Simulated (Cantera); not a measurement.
Input (Python, Cantera):

```python
import numpy as np
import cantera as ct

gas = ct.Solution("h2o2.yaml")
gas.TPX = 475, 500000, {'H2': 1, 'O2': 0.25, 'N2': 0.94}
flame = ct.FreeFlame(gas, width=0.013)
flame.set_refine_criteria(ratio=3, slope=0.08, curve=0.16)
flame.transport_model = "mixture-averaged"
flame.solve(loglevel=0, auto=True)
z, T = flame.grid, flame.T
thick = (T[-1] - T[0]) / np.gradient(T, z).max()
show = ['H2', 'O2', 'H2O', 'OH', 'O', 'HO2']
print(f"laminar burning velocity  {flame.velocity[0] * 100:.3f} cm/s")
print(f"burnt temperature         {T[-1]:.1f} K")
print(f"thermal thickness         {thick * 1e3:.4f} mm")
print(f"grid points               {len(z)}")
z0 = z[flame.heat_release_rate.argmax()]
print(f"{'z/mm':>9s}{'T/K':>9s}{'u/(m/s)':>9s}" + "".join(f"{s:>11s}" for s in show))
rows = []
for k in (-3, -2, -1.5, -1, -0.5, -0.25, 0, 0.25, 0.5, 1, 2, 4, 8):
    zz = z0 + k * thick
    rows.append([k * thick, np.interp(zz, z, T), np.interp(zz, z, flame.velocity),
                 *(np.interp(zz, z, flame.X[gas.species_index(s)]) for s in show)])
    print(f"{rows[-1][0] * 1e3:9.3f}{rows[-1][1]:9.1f}{rows[-1][2]:9.3f}" + "".join(f"{x:11.3e}" for x in rows[-1][3:]))
```

It prints:

```
laminar burning velocity  602.520 cm/s
burnt temperature         2208.0 K
thermal thickness         0.0517 mm
grid points               111
     z/mm      T/K  u/(m/s)         H2         O2        H2O         OH          O        HO2
   -0.155    475.0    6.025  4.566e-01  1.142e-01  4.392e-10  4.236e-14  3.054e-12  4.983e-11
   -0.103    475.0    6.025  4.566e-01  1.142e-01  2.450e-08  2.475e-12  1.781e-10  3.458e-09
   -0.078    475.1    6.026  4.565e-01  1.142e-01  2.939e-07  2.837e-11  2.003e-09  4.765e-08
   -0.052    476.2    6.034  4.559e-01  1.143e-01  7.239e-06  1.238e-09  4.201e-08  1.514e-06
   -0.026    541.3    6.736  4.436e-01  1.154e-01  2.327e-03  5.639e-05  9.831e-06  5.478e-04
   -0.013    857.6   10.316  4.047e-01  1.068e-01  3.053e-02  9.354e-04  2.356e-04  7.430e-04
    0.000   1272.8   14.917  3.395e-01  7.780e-02  9.670e-02  1.705e-03  1.393e-03  3.261e-04
    0.013   1567.1   18.201  2.768e-01  3.853e-02  1.726e-01  3.069e-03  2.171e-03  1.432e-04
    0.026   1723.8   19.945  2.435e-01  1.478e-02  2.180e-01  3.708e-03  1.582e-03  5.291e-05
    0.052   1857.8   21.376  2.300e-01  2.121e-03  2.435e-01  3.875e-03  7.287e-04  7.268e-06
    0.103   1964.5   22.452  2.346e-01  2.465e-04  2.494e-01  3.503e-03  3.946e-04  1.000e-06
    0.207   2052.7   23.312  2.414e-01  9.378e-05  2.523e-01  2.733e-03  1.963e-04  4.413e-07
    0.413   2119.2   23.945  2.467e-01  3.807e-05  2.547e-01  1.871e-03  7.997e-05  1.911e-07
```

Model: the H2/O2 subset of GRI-Mech 3.0, which has no nitrogen chemistry, integrated in Cantera. The hydrogen kinetics of GRI-Mech 3.0 are dated; newer H2 mechanisms differ, most at raised pressure. Burning velocities carry a grid error of a few per cent, more on coarse grids.
